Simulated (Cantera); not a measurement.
# Equilibrium for carbothermic reduction: Fe2O3 + CH4 + H2

Charge: 1 mol Fe2O3, 0.42 mol CH4, 0.15 mol H2, at 627 °C and 0.133 bar.

Method: chemical equilibrium by Gibbs-energy minimisation in Cantera with the NASA 1993 tables (ideal gas, pure condensed phases). Candidate condensed phases: C, C6H6, C7H8, C8H18, Fe, Fe(CO)5, FeO, Fe(OH)2, Fe(OH)3, Fe2O3, Fe3O4, H2O; 114 gas species. The tables' stoichiometric FeO is somewhat more stable than real wüstite, so its field is too wide. FeO: taken at fixed stoichiometry. Kinetics and transport are ignored.

* **x(H2)**: 0.455
* **x(H2O)**: 0.247
* **x(CO2)**: 0.165
* **x(CO)**: 0.132
* **x(CH4)**: 0.000676
* **n(FeO(s))**: 2.00 mol
* **gas amount**: 1.408 mol
* **log10 activity of Fe(α) (absent)**: -0.60
* **log10 activity of C(graphite) (absent)**: -1.10
* **log10 activity of Fe(OH)2(s) (absent)**: -6.04
